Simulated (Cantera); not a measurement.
Input (Python, Cantera) and output of one run.

```python
import numpy as np
import cantera as ct

gas_names = [...]  # 109 gases of nasa_gas.yaml made of C, Cl, H, Si
cond_names = """
    C(gr) C6H6(L) C7H8(L) C8H18(L),n-octa Si(cr) Si(L) SiC(b)
""".split()


# ... load() reads the species with a 1 bar reference pressure and builds the phases ...
atoms = {
    'SiCl4': {'Si': 1, 'CL': 4},
    'C2H4': {'C': 2, 'H': 4},
    'H2': {'H': 2},
}
top_T = {'C(gr)': 4500, 'SiC(b)': 3050}  # K; cautious upper limits of use, not melting points


# ... equilibrate(T, P, feed) seeds the gas with the atoms and calls Mixture.equilibrate('TP', solver="vcs", rtol=1e-11, max_steps=5000) ...
results = []
feed = {'SiCl4': 1, 'C2H4': 0.02, 'H2': 310}  # mol
T = 2500  # K
for P in [100, 240, 560, 1300, 3200, 7500, 18000, 42000, 100000]:
    mix = equilibrate(T, P, feed)
    results.append((T, P, feed, dict(zip(mix.species_names, mix.species_moles))))

top = {s: max(r[3][s] / sum(r[3][g] for g in gas_names) for r in results) for s in gas_names}
cols = sorted((s for s in top if top[s] > 1e-05), key=lambda s: -top[s])[:5]
seen = [c for c in cond_names if any(r[3].get(c, 0) > 1e-12 for r in results)]
print("log10 of partial pressures in bar; condensed amounts in mol")
print(f"{'P/Pa':>10s}" + "".join(f"{s[:9]:>10s}" for s in cols + seen))
for T, P, feed, n in results:
    ng = sum(n[g] for g in gas_names)
    print(f"{P:10.4g}" + "".join(f"{np.log10(max(n[s] / ng * P / 1e5, 1e-99)):10.3f}" for s in cols)
          + "".join(f"{n.get(c, 0):10.4g}" for c in seen))
```

Output:

```
log10 of partial pressures in bar; condensed amounts in mol
      P/Pa        H2         H       HCL        CL        Si
       100    -3.344    -3.272    -5.294    -5.372    -5.636
       240    -2.847    -3.023    -4.778    -5.104    -5.218
       560    -2.404    -2.802    -4.321    -4.869    -4.824
      1300    -1.989    -2.594    -3.896    -4.652    -4.443
      3200    -1.563    -2.381    -3.463    -4.432    -4.047
      7500    -1.172    -2.185    -3.069    -4.233    -3.685
   1.8e+04    -0.777    -1.988    -2.673    -4.035    -3.328
   4.2e+04    -0.401    -1.800    -2.297    -3.847    -3.006
     1e+05    -0.018    -1.608    -1.916    -3.658    -2.711
```

Method: chemical equilibrium by Gibbs-energy minimisation in Cantera with the NASA 1993 tables (ideal gas, pure condensed phases). The tables' values for SiCl are old estimates; treat these amounts as uncertain. Gases not in the tables: Si2H6 and higher silanes.
